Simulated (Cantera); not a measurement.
An isothermal, constant-pressure homogeneous reactor starts with H2 : O2 = 0.009 : 1 (molar parts), at 1175 K and 0.0267 bar.

Detailed kinetics in Cantera: the H2/O2 subset of GRI-Mech 3.0, which has no nitrogen chemistry. Radical loss at walls, strong at low pressure, is not modelled.

One state of this run: x H2 = 4.15e-10; x O2 = 0.991; x H = 1.54e-11; x H2O2 = 2.78e-11; x HO2 = 3.91e-9. x: mole fraction; the columns are a selection and need not sum to one.

Problem. Which value of t (s) does it belong to?
(A) 300
(B) 0.0940
(C) 7.67e-6
(D) 0.000113

Solution. A, 300
